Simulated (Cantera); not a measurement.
A Cantera script and its output.

```python
import numpy as np
import cantera as ct

gas = ct.Solution("gri30.yaml")
gas.TP = 300, 130000
flame = ct.CounterflowDiffusionFlame(gas, width=0.02)
flame.fuel_inlet.X, flame.fuel_inlet.T = {'CH4': 1}, 475
flame.oxidizer_inlet.X, flame.oxidizer_inlet.T = {'O2': 0.21, 'N2': 0.79}, 473
flame.set_refine_criteria(ratio=3, slope=0.12, curve=0.24, prune=0.03)
show = ['OH', 'H', 'NO', 'CO', 'C2H2']

rows = []
print(f"{'mdot':>8s}{'a_max':>10s}{'a_mean':>10s}{'Tmax/K':>9s}" + "".join(f"{s:>11s}" for s in show) + "   (peak mole fractions)")
for i, mdot in enumerate([0.33, 0.42, 0.55, 0.71, 0.92, 1.2, 1.5, 2, 2.6, 3.4]):  # kg/m2/s on the oxidiser side
    flame.oxidizer_inlet.mdot, flame.fuel_inlet.mdot = mdot, 0.81 * mdot
    flame.solve(loglevel=0, auto=(i == 0))
    if flame.T.max() < max(475, 473) + 100:
        print(f"{mdot:8.3g}  no burning solution found from the previous one")
        break
    dT = np.abs(np.gradient(flame.T, flame.grid))
    rows.append([flame.strain_rate("max"), flame.strain_rate("mean"), flame.T.max(),
                 *(flame.X[gas.species_index(s)].max() for s in show), max(dT[0], dT[-1]) / dT.max()])
    print(f"{mdot:8.3g}{rows[-1][0]:10.1f}{rows[-1][1]:10.1f}{rows[-1][2]:9.1f}" + "".join(f"{x:11.3e}" for x in rows[-1][3:-1]))
```

Output:

```
    mdot     a_max    a_mean   Tmax/K         OH          H         NO         CO       C2H2   (peak mole fractions)
    0.33     190.5      42.6   2141.2  7.818e-03  3.670e-03  2.839e-04  5.344e-02  1.428e-02
    0.42     235.1      54.2   2130.6  7.835e-03  3.791e-03  2.691e-04  5.275e-02  1.352e-02
    0.55     298.8      71.0   2121.3  7.860e-03  3.945e-03  2.531e-04  5.230e-02  1.279e-02
    0.71     375.9      91.7   2111.7  7.855e-03  4.082e-03  2.358e-04  5.190e-02  1.213e-02
    0.92     475.1     118.8   2100.8  7.810e-03  4.209e-03  2.157e-04  5.156e-02  1.141e-02
     1.2     604.8     154.9   2088.6  7.727e-03  4.328e-03  1.931e-04  5.135e-02  1.069e-02
     1.5     742.3     193.7   2076.2  7.596e-03  4.400e-03  1.719e-04  5.121e-02  1.001e-02
       2     968.0     258.2   2059.0  7.381e-03  4.464e-03  1.438e-04  5.119e-02  9.156e-03
     2.6    1236.9     335.7   2038.9  7.080e-03  4.453e-03  1.164e-04  5.126e-02  8.243e-03
     3.4    1595.0     439.0   2012.6  6.636e-03  4.342e-03  8.716e-05  5.137e-02  7.088e-03
```

Computed with Cantera and GRI-Mech 3.0 (53 species, 325 reactions). GRI-Mech 3.0 has no aromatics or soot, which form on the fuel side of real flames. The maximum strain rate includes the flame's own expansion and is several times the mean.
